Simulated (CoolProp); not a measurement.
A single-stage vapour-compression cycle with the fluid: evaporating at 223.15 K (dew point), condensing at 268.15 K (bubble point), superheat 0 K, subcooling 5 K, compressor efficiency 0.6, no pressure losses. The same conditions are run with several fluids, on thermodynamics alone (safety and materials aside).

The numbers come from the reference Helmholtz-energy equation of state of each fluid (ammonia: Gao 2020; hydrogen sulfide: Lemmon 2006; R142b: Lemmon 2006; R115: Lemmon 2016; fluoroethane (R161): Wu 2012; R143a: Lemmon and Jacobsen 2000) in CoolProp.

```
fluid                cooling COP  pressure ratio  discharge temperature (K)  refrigerating effect (kJ/kg)  volumetric capacity (kJ/m³)
-------------------  -----------  --------------  -------------------------  ----------------------------  ---------------------------
ammonia                     2.45            8.70                      455.3                          1240                          471
hydrogen sulfide            2.50            5.35                      405.3                           453                         1430
R142b                       2.63            8.87                      320.9                           197                          145
R115                        2.45            6.16                      285.0                          91.1                          476
fluoroethane (R161)         2.59            6.69                      342.6                           358                          522
R143a                       2.53            5.96                      308.3                           173                          730
```
